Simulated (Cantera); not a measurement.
A closed system holds: 1 mol LiCl, 1.9 mol O2, 1.6 mol H2, 0.02 mol HCl, equilibrated at 1523 K and 7.80 Pa.

Method: chemical equilibrium by Gibbs-energy minimisation in Cantera with the NASA 1993 tables (ideal gas, pure condensed phases). Candidate condensed phases: H2O, Li, LiCl, LiH, LiOH, Li2O; 25 gas species. Rates play no part.

Base state: H2O 0.425, O2 0.294, LiCl 0.265, HCl 0.00760, LiOH 0.00327, OH 0.00228, Cl 0.00106, O 0.000339 (mole fractions); condensed: gas only.

Task: What changes in the equilibrium state with this change: temperature from 1523 K to 1998 K?

Result: 
| species | before | after |
|---|---|---|
| H2O | 0.425 | 0.334 |
| O2 | 0.294 | 0.262 |
| LiCl | 0.265 | 0.227 |
| OH | 0.00228 | 0.0416 |
| H | 3.95e-5 | 0.0263 |
| Li | 1.78e-5 | 0.0109 |
| O | 0.000339 | 0.0382 |
| H2 | 0.000227 | 0.0210 |
| Cl | 0.00106 | 0.0133 |
| LiOH | 0.00327 | 0.0115 |
| HCl | 0.00760 | 0.0142 |
| LiO | 7.24e-7 | 9.89e-5 |

Task: What changes in the equilibrium state with this change: pressure from 7.80 Pa to 1.33 mbar?

Result: 
```json
[
 {"species": "H2O", "before": "0.425", "after": "0.426"},
 {"species": "O2", "before": "0.294", "after": "0.295"},
 {"species": "LiCl", "before": "0.265", "after": "0.265"},
 {"species": "OH", "before": "0.00228", "after": "0.00112"},
 {"species": "Li2Cl2", "before": "9.75e-6", "after": "0.000167"},
 {"species": "Li", "before": "1.78e-5", "after": "2.02e-6"},
 {"species": "H", "before": "3.95e-5", "after": "4.70e-6"},
 {"species": "O", "before": "0.000339", "after": "8.21e-5"},
 {"species": "H2", "before": "0.000227", "after": "5.51e-5"}
]
```
